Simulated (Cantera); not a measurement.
SiH4 + NH3 + N2 (silicon nitride deposition)

Charge: 1 mol SiH4, 3.7 mol NH3, 7.9 mol N2, equilibrated at 1750 K and 14.0 Pa.

Equilibrium computed with Cantera from the NASA thermochemical tables; the gas is ideal and each condensed phase is pure. Candidate condensed phases: Si, Si3N4; 18 gas species. The tables' values for SiN are old estimates; treat these amounts as uncertain. Kinetics and transport are ignored.

```json
{
 "x(N2)": "0.554",
 "x(H2)": "0.422",
 "x(H)": "0.0128",
 "x(Si)": "0.0107",
 "x(SiH)": "0.000109",
 "x(Si2N)": "8.28e-5",
 "x(Si2)": "5.55e-5",
 "x(SiN)": "4.87e-5",
 "x(Si3)": "1.36e-5",
 "n(Si(l))": "0.803 mol",
 "gas_amount": "17.60 mol"
}
```
